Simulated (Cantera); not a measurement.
A diamond (100) surface in a fixed gas of H2 with x(CH4) = 0.0059, x(H) = 0.011, at 900 K, 7.50 Torr; coverages are run to steady state.

Cantera simulation using the Harris–Goodwin 1993 mechanism for the reconstructed diamond (100) surface; the numbers are that mechanism's predictions, not measurements.

θ: site fractions in the mechanism's names (c6HH fully hydrogenated, c6H* and c6*H radical sites, c6** diradical, c6HM methylated).

```tsv
x(CH3)	growth (µm/h)	θ c6HH	θ c6H*	θ c6*H	θ c6**	θ c6HM
1e-06	?	0.692	0.0105	0.293	0.00440	7.66e-5
2.5e-06	?	0.692	0.0105	0.293	0.00440	0.000191
6.3e-06	?	0.692	0.0105	0.293	0.00440	0.000482
1.6e-05	?	0.691	0.0105	0.293	0.00439	0.00122
3.9e-05	?	0.689	0.0104	0.292	0.00438	0.00297
9.8e-05	?	0.686	0.0104	0.290	0.00435	0.00743
0.00024	?	0.677	0.0102	0.286	0.00428	0.0179
0.00061	?	0.654	0.00991	0.277	0.00410	0.0440
0.0015	?	0.607	0.00917	0.256	0.00372	0.0995
```

Question: Some entries are withheld; supply them.

Answer: 
- 1e-06, growth (µm/h): 0.00313
- 2.5e-06, growth (µm/h): 0.00782
- 6.3e-06, growth (µm/h): 0.0197
- 1.6e-05, growth (µm/h): 0.0500
- 3.9e-05, growth (µm/h): 0.122
- 9.8e-05, growth (µm/h): 0.304
- 0.00024, growth (µm/h): 0.733
- 0.00061, growth (µm/h): 1.80
- 0.0015, growth (µm/h): 4.07
